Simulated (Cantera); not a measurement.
A perfectly stirred reactor is fed with CH4 : N2 = 1 : 8 (molar parts), at 0.133 bar; it is held at 1325 K, and followed from long to short residence time.

Detailed kinetics in Cantera: GRI-Mech 3.0 (53 species, 325 reactions). GRI-Mech 3.0 stops at C3 and has no aromatics, soot or wall deposition, so with more carbon than oxygen in the feed, carbon stays in small species such as C2H2 where larger ones or solid carbon would form.

**Question.** What does this change do: N2 8 to 73 parts?

**Answer.** 
```tsv
quantity	before	after
x(CH4) at τ = 13.0 s	0.105	0.0127
x(C2H4) at τ = 13.0 s	0.000390	7.78e-5
x(H) at τ = 13.0 s	7.16e-8	3.75e-8
x(H2) at τ = 13.0 s	0.00730	0.00103
x(C2H6) at τ = 13.0 s	6.55e-5	1.25e-5
x(CH4) at τ = 64.0 ms	0.111	0.0135
x(C2H4) at τ = 64.0 ms	7.88e-7	2.20e-8
x(H) at τ = 64.0 ms	7.29e-10	5.11e-10
x(H2) at τ = 64.0 ms	7.49e-6	6.54e-7
x(C2H6) at τ = 64.0 ms	2.76e-6	7.79e-8
```
